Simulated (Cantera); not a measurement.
Iron carbonyl, mercury and lead vapours: PbO + H2 + N2

A closed system holds: 1 mol PbO, 2.7 mol H2, a varied amount of N2, at 823 K and 1.10 bar.

Cantera equilibrium calculation (NASA polynomials, part measured and part estimated; ideal gas, pure solids and liquids). Candidate condensed phases: H2O, Pb, PbO, PbO2, Pb3O4; 27 gas species. Kinetics and transport are ignored.

| n(N2) (mol) | x N2 | x H2 | x H2O | x NH3 | x Pb | n Pb(l) |
|---|---|---|---|---|---|---|
| 1.2 | 0.308 | 0.435 | 0.257 | 0.000418 | 1.22e-7 | 1.00 |
| 1.6 | 0.372 | 0.395 | 0.233 | 0.000397 | 1.22e-7 | 1.000 |
| 2.2 | 0.449 | 0.347 | 0.204 | 0.000359 | 1.22e-7 | 1.000 |
| 2.9 | 0.518 | 0.303 | 0.179 | 0.000315 | 1.22e-7 | 1.000 |
| 3.9 | 0.591 | 0.257 | 0.152 | 0.000263 | 1.22e-7 | 1.000 |
| 5.3 | 0.663 | 0.212 | 0.125 | 0.000209 | 1.22e-7 | 1.000 |
| 7.1 | 0.725 | 0.173 | 0.102 | 0.000161 | 1.22e-7 | 1.000 |
| 9.5 | 0.779 | 0.139 | 0.0820 | 0.000120 | 1.22e-7 | 1.000 |
| 13 | 0.828 | 0.108 | 0.0637 | 8.49e-5 | 1.22e-7 | 1.000 |
| 17 | 0.863 | 0.0862 | 0.0508 | 6.17e-5 | 1.22e-7 | 1.000 |
| 23 | 0.895 | 0.0661 | 0.0389 | 4.22e-5 | 1.22e-7 | 1.000 |
| 31 | 0.920 | 0.0504 | 0.0297 | 2.85e-5 | 1.22e-7 | 1.000 |
| 42 | 0.940 | 0.0380 | 0.0224 | 1.88e-5 | 1.22e-7 | 1.000 |
x: gas mole fraction; n: condensed amount in mol.

From 1.2 mol N2 to 42 mol N2 the condensed part is Pb(l). The main Pb-bearing gas is Pb throughout.
